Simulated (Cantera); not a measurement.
Tantalum, niobium, vanadium and zirconium in process gases: Ta + H2O

Feed: 1 mol Ta, a varied amount of H2O, at 2452 °C and 0.190 bar.

Method: chemical equilibrium by Gibbs-energy minimisation in Cantera with the NASA 1993 tables (ideal gas, pure condensed phases). Candidate condensed phases: H2O, Ta, Ta2O5; 12 gas species. The numbers say what is thermodynamically allowed, not how fast it happens.

From 3.3 mol H2O to 18 mol H2O the condensed part is Ta2O5(l). The main Ta-bearing gas is TaO2 throughout. The share of Ta in condensed phases is highest at 5.1 mol H2O (98.6 %) and lowest at 18 mol H2O (97.4 %).

```tsv
n(H2O) (mol)	log p H2O	log p H2	log p H	log p OH	log p O2	log p O	n Ta2O5(l)
3.3	-1.39	-0.91	-1.66	-2.72	-4.54	-3.67	0.492
5.1	-1.07	-1.09	-1.75	-2.31	-3.55	-3.17	0.493
6.9	-0.99	-1.21	-1.81	-2.17	-3.14	-2.97	0.493
8.7	-0.95	-1.29	-1.85	-2.09	-2.90	-2.84	0.492
11	-0.92	-1.36	-1.89	-2.03	-2.70	-2.75	0.491
12	-0.91	-1.38	-1.90	-2.01	-2.64	-2.72	0.490
14	-0.91	-1.42	-1.92	-1.98	-2.55	-2.67	0.489
16	-0.90	-1.45	-1.93	-1.96	-2.48	-2.64	0.488
18	-0.90	-1.47	-1.94	-1.95	-2.43	-2.61	0.487
```
log p: log10 of the partial pressure in bar; n: condensed amount in mol.
